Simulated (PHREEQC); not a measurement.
Solution (25 °C): 0.011 mol/kgw HF, 0.00024 mol/kgw NH4F and 0.0048 mol/kgw (NH4)2SiF6. Closed to the air; pH follows from the charge balance.

Model: ion-association model, phreeqc.dat, run in PHREEQC.

Q: The ionic strength comes out as 0.0172 mol/kgw. What activity coefficients do F-, H+, SiF6-2, NH4+, HF2- get?

A: F- 0.87, H+ 0.90, SiF6-2 0.60, NH4+ 0.87, HF2- 0.88.

Precipitation was switched off in this run. Complexes and solids missing from the database can't appear. SiF6-2 is the database's only silicon fluoride.
